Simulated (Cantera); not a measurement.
# Si₂H₆ + NO + H₂ (silicon oxide and oxynitride deposition)

Feed: 1 mol Si₂H₆, a varied amount of NO, 77 mol H₂, held at 1527 °C and 0.0450 bar.

Cantera equilibrium calculation (NASA polynomials, part measured and part estimated; ideal gas, pure solids and liquids). Candidate condensed phases: H₂O, Si, SiO₂, Si₂N₂O, Si₃N₄; 35 gas species. The feed counts by its element totals alone. The tables hold silica as quartz up to 1696 K and as liquid above; real silica turns to tridymite and cristobalite and melts near 1996 K. Gases not in the tables: Si₂H₆ and higher silanes. The numbers say what is thermodynamically allowed, not how fast it happens.

From 0.45 mol NO to 1.6 mol NO the condensed part is Si(l). From 2.2 mol NO to 5.8 mol NO the condensed part is SiO₂(condensed). The main Si-bearing gas is SiO throughout. The share of Si in condensed phases is highest at 5.8 mol NO (91.9 %) and lowest at 2.2 mol NO (1.8 %).

```csv
n(NO) (mol),x H₂,x N₂,x SiO,x H₂O,x H,x Si,x SiH₂,n Si(l),n SiO₂(condensed)
0.45,0.990,0.00279,0.00557,3.07e-7,0.00168,7.06e-5,2.96e-5,1.54,0
0.61,0.987,0.00377,0.00753,4.13e-7,0.00168,7.06e-5,2.95e-5,1.38,0
0.85,0.983,0.00522,0.0104,5.71e-7,0.00167,7.06e-5,2.94e-5,1.14,0
1.2,0.976,0.00733,0.0147,7.96e-7,0.00167,7.06e-5,2.92e-5,0.790,0
1.6,0.969,0.00970,0.0194,1.05e-6,0.00166,7.06e-5,2.90e-5,0.390,0
2.2,0.960,0.0132,0.0236,0.00198,0.00165,4.50e-8,1.83e-8,0,0.0354
3,0.962,0.0181,0.0152,0.00309,0.00166,1.85e-8,7.56e-9,0,0.744
4.2,0.959,0.0254,0.00573,0.00815,0.00165,2.65e-9,1.08e-9,0,1.53
5.8,0.938,0.0349,0.00194,0.0236,0.00163,3.03e-10,1.20e-10,0,1.84
```
x: gas mole fraction; n: condensed amount in mol.
